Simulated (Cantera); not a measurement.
# BCl3 + H2O + N2 (boron, boron nitride and boron oxide)

A closed system holds: 1 mol BCl3, 2.9 mol H2O, 28 mol N2, at 25.0 Pa.

These are equilibrium values from Cantera (NASA tables, ideal gas, pure condensed phases), not measurements of a reactor. Candidate condensed phases: B, BN, B2O3, B3O3H3, H2O, NH4Cl; 49 gas species. The tables' values for BOCl are old estimates; treat these amounts as uncertain. Rates play no part.

| T (°C) | log p N2 | log p HCl | log p Cl | log p HBO2 | log p H2O | log p H | log p H2 |
|---|---|---|---|---|---|---|---|
| 1125 | -3.67 | -4.65 | -6.61 | -5.14 | -5.15 | -8.77 | -6.90 |
| 1225 | -3.67 | -4.65 | -6.25 | -5.15 | -5.15 | -8.03 | -6.53 |
| 1325 | -3.67 | -4.67 | -5.93 | -5.16 | -5.15 | -7.38 | -6.22 |
| 1425 | -3.67 | -4.69 | -5.66 | -5.17 | -5.15 | -6.82 | -5.95 |
| 1525 | -3.68 | -4.73 | -5.43 | -5.19 | -5.15 | -6.32 | -5.73 |
| 1625 | -3.68 | -4.78 | -5.24 | -5.22 | -5.17 | -5.88 | -5.55 |
| 1725 | -3.68 | -4.86 | -5.08 | -5.26 | -5.21 | -5.50 | -5.42 |
| 1825 | -3.69 | -4.98 | -4.95 | -5.34 | -5.30 | -5.18 | -5.33 |
log p: log10 of the partial pressure in bar; nothing condenses.

From 1125 °C to 1825 °C nothing is condensed. The main B-bearing gas is HBO2 throughout.
